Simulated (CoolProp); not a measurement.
A simple Rankine cycle with water: condensing at 331.15 K, boiler at 6.09 MPa, turbine inlet 699.7 K, turbine efficiency 0.75, pump efficiency 0.6, no recuperator. Each further row changes one setting.

Values from CoolProp's reference Helmholtz-energy equation of state, Wagner 2002.

```json
[
 {"case": "as stated", "thermal efficiency (%)": "26.5", "net work (kJ/kg)": "793", "heat in (kJ/kg)": "2990", "turbine exit temperature (K)": "331.1", "volume ratio over the turbine": "158"},
 {"case": "turbine inlet 719.7 K", "thermal efficiency (%)": "26.7", "net work (kJ/kg)": "813", "heat in (kJ/kg)": "3040", "turbine exit temperature (K)": "331.1", "volume ratio over the turbine": "155"},
 {"case": "condensing temperature 323.15 K", "thermal efficiency (%)": "27.4", "net work (kJ/kg)": "829", "heat in (kJ/kg)": "3020", "turbine exit temperature (K)": "323.2", "volume ratio over the turbine": "225"},
 {"case": "boiler pressure 4.26 MPa", "thermal efficiency (%)": "25.5", "net work (kJ/kg)": "769", "heat in (kJ/kg)": "3020", "turbine exit temperature (K)": "331.1", "volume ratio over the turbine": "111"},
 {"case": "turbine efficiency 0.65", "thermal efficiency (%)": "22.9", "net work (kJ/kg)": "686", "heat in (kJ/kg)": "2990", "turbine exit temperature (K)": "331.1", "volume ratio over the turbine": "166"}
]
```

The expansion ends wet for: as stated; turbine inlet 719.7 K; condensing temperature 323.15 K; boiler pressure 4.26 MPa; turbine efficiency 0.65.
